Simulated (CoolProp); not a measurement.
Model: reference Helmholtz-energy equation of state, Thol 2015, in CoolProp.

### Question
For octamethylcyclotetrasiloxane (D4), give the phase and the Z, cv (kJ/(kg K)), Joule-Thomson coefficient (K/MPa), isothermal compressibility (1/MPa) at 231.05 °C and 0.866 MPa.

### Answer
- 231.05 °C and 0.866 MPa: liquid; Z 0.0894, cv 1.84, Joule-Thomson coefficient 0.194, isothermal compressibility 0.0159
